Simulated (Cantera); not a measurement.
A closed system holds: 1 mol Ta(OEt)5, 2.3 mol CO2, equilibrated at 10.0 Torr.

Cantera equilibrium calculation (NASA polynomials, part measured and part estimated; ideal gas, pure solids and liquids). Candidate condensed phases: C, C6H6, C7H8, C8H18, H2O, Ta, TaC, Ta2O5; 113 gas species. The feed counts by its element totals alone. TaC: taken at fixed stoichiometry. Condensed phases not in the tables: Ta2C. Equilibrium is a limit: real reactors are often held back by kinetics, nucleation or transport. All values below are at 2000 K.

Base state: H2 0.557, CO 0.432, H 0.0105, C2H2 (acetylene) 0.000428 (mole fractions); condensed: C(graphite) + TaC(s).

What changes in the equilibrium state with this change: CO2 from 2.3 to 9.9 mol?


| species | before | after |
|---|---|---|
| CO | 0.432 | 0.591 |
| H2 | 0.557 | 0.327 |
| H2O | 3.76e-7 | 0.0528 |
| CO2 | 6.37e-8 | 0.0208 |
| H | 0.0105 | 0.00806 |
| C2H2 (acetylene) | 0.000428 | <1e-9 |
| OH | <1e-9 | 0.000130 |
| C(graphite), mol | 1.68 | 0 |
| TaC(s), mol | 1.00 | 0 |
| Ta2O5(s), mol | 0 | 0.500 |
